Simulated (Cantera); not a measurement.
Hydrocarbon pyrolysis for carbon deposition

An isothermal, constant-pressure homogeneous reactor starts with 7.69 % C2H6, 92.3 % N2, at 1950 K and 0.0133 bar.

Detailed kinetics in Cantera: GRI-Mech 3.0 (53 species, 325 reactions). GRI-Mech 3.0 stops at C3 and has no aromatics, soot or wall deposition, so with more carbon than oxygen in the feed, carbon stays in small species such as C2H2 where larger ones or solid carbon would form. Radical loss at walls, strong at low pressure, is not modelled.

```tsv
t (s)	x C2H6	x C2H4	x CH4	x H2	x C2H2
0.000400	0.000182	0.0182	0.0156	0.0731	0.0312
0.00100	1.60e-5	0.00585	0.0146	0.100	0.0512
0.00250	4.51e-6	0.00133	0.0121	0.112	0.0585
0.00626	1.63e-6	0.000349	0.00965	0.117	0.0612
0.0157	6.53e-7	0.000132	0.00709	0.122	0.0629
0.0392	2.52e-7	5.00e-5	0.00431	0.126	0.0643
0.0980	6.10e-8	1.27e-5	0.00180	0.130	0.0656
0.245	6.22e-9	2.45e-6	0.000446	0.132	0.0663
0.613	2.33e-10	1.19e-6	6.63e-5	0.132	0.0664
1.53	2.27e-12	1.05e-6	5.25e-6	0.131	0.0664
3.83	<1e-12	1.04e-6	9.04e-7	0.131	0.0664
9.59	<1e-12	1.04e-6	8.80e-7	0.131	0.0664
24.0	<1e-12	1.04e-6	9.06e-7	0.131	0.0664
60.0	<1e-12	1.04e-6	9.65e-7	0.131	0.0664
```
x: mole fraction; the columns are a selection and need not sum to one.

Equilibrium at this temperature and pressure: C2H6 <1e-12, C2H4 3.54e-7, CH4 1.98e-6, H2 0.131, C2H2 0.0227 (gas phase only).
